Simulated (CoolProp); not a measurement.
Saturated liquid density (kg/m³) of nitrogen: the reference equation beside estimates from Tc = 126.2 K, pc = 3396 kPa, ω = 0.037.

The numbers come from the reference Helmholtz-energy equation of state, Span 2000 in CoolProp.

| T (K) | reference | van der Waals | Redlich-Kwong | Soave-Redlich-Kwong | Peng-Robinson |
|---|---|---|---|---|---|
| 98.8 | 696.5 | 476.7 | 677.2 | 676.2 | 766.4 |
| 100.6 | 685.7 | 468.9 | 663.1 | 662.5 | 750.9 |
| 102.5 | 673.9 | 460.3 | 647.6 | 647.4 | 733.7 |
| 104.3 | 662.2 | 451.8 | 632.3 | 632.5 | 716.7 |
| 106.2 | 649.3 | 442.4 | 615.4 | 615.9 | 697.7 |
| 108 | 636.5 | 433.0 | 598.6 | 599.4 | 678.8 |
| 109.9 | 622.2 | 422.7 | 580.0 | 581.1 | 657.6 |
| 111.7 | 607.9 | 412.3 | 561.3 | 562.6 | 636.2 |
| 113.6 | 591.6 | 400.5 | 540.3 | 541.8 | 612.0 |
| 115.4 | 574.9 | 388.5 | 519.0 | 520.7 | 587.2 |
| 117.2 | 556.5 | 375.5 | 495.9 | 497.7 | 560.3 |
| 119.1 | 534.8 | 360.3 | 469.1 | 470.9 | 528.8 |
| 120.9 | 510.9 | 343.8 | 440.5 | 442.2 | 495.0 |
| 122.8 | 479.9 | 323.1 | 405.0 | 406.5 | 452.7 |

Absolute difference from the reference over all 14 rows, mean and median: van der Waals 32.1 and 32.1 %, Redlich-Kwong 7.9 and 7.2 %, Soave-Redlich-Kwong 7.8 and 7.0 %, Peng-Robinson 5.5 and 5.7 %.
